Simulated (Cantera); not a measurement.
A perfectly stirred reactor is fed with 21.5 % H2, 12.2 % O2, 46.0 % N2, 20.2 % H2O, equivalence ratio 0.88, at 0.920 bar; it is adiabatic with a 450 K inlet, and is followed from long to short residence time, starting on the burning branch (τ in s: 0.12, 0.037, 0.012, 0.0038, 0.0012, 0.00039, 0.00013, 4.1e-05, 1.3e-05).

Detailed kinetics in Cantera: GRI-Mech 3.0 (53 species, 325 reactions).

**Question.** Predict: blow-out, bracketed by the residence times tried; x(H2) at τ = 0.120 s; x(O2) at τ = 0.120 s; x(H2O) at τ = 0.120 s; x(OH) at τ = 0.120 s; x(NO) at τ = 0.120 s; x(H2) at τ = 1.20 ms; x(O2) at τ = 1.20 ms; x(H2O) at τ = 1.20 ms; x(OH) at τ = 1.20 ms; x(NO) at τ = 1.20 ms.

**Answer.** 
```
Quantity                                                                       Value
------------------------------------------------  ----------------------------------
blow-out, bracketed by the residence times tried  burning at 41.0 µs, out at 13.0 µs
x(H2) at τ = 0.120 s                                                         0.00175
x(O2) at τ = 0.120 s                                                          0.0165
x(H2O) at τ = 0.120 s                                                          0.464
x(OH) at τ = 0.120 s                                                         0.00278
x(NO) at τ = 0.120 s                                                         5.22e-5
x(H2) at τ = 1.20 ms                                                          0.0158
x(O2) at τ = 1.20 ms                                                          0.0223
x(H2O) at τ = 1.20 ms                                                          0.440
x(OH) at τ = 1.20 ms                                                         0.00777
x(NO) at τ = 1.20 ms                                                         9.03e-6
```
